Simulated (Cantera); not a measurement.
Charge: 1 mol AlN, 3.3 mol N2, held at 3.50 mbar.

Equilibrium computed with Cantera from the NASA thermochemical tables; the gas is ideal and each condensed phase is pure. Candidate condensed phases: Al, AlN; 12 gas species. Ions and electrons are included (thermal ionisation). The numbers say what is thermodynamically allowed, not how fast it happens. All values below are at 3727 °C.

Base state: N2 0.758, Al 0.189, N 0.0261, e- 0.0134, Al+ 0.0134 (mole fractions); condensed: gas only.

Task: What changes in the equilibrium state with this change: AlN replaced by MgO?

Result: 
```tsv
species	before	after
N2	0.758	0.601
O	0	0.184
Mg	0	0.182
Al	0.189	0
Al+	0.0134	0
e-	0.0134	0.00402
N	0.0261	0.0233
Mg+	0	0.00402
NO	0	0.00165
O2	0	5.36e-5
MgO	0	4.41e-5
```
Further candidate phases: Mg, MgO.
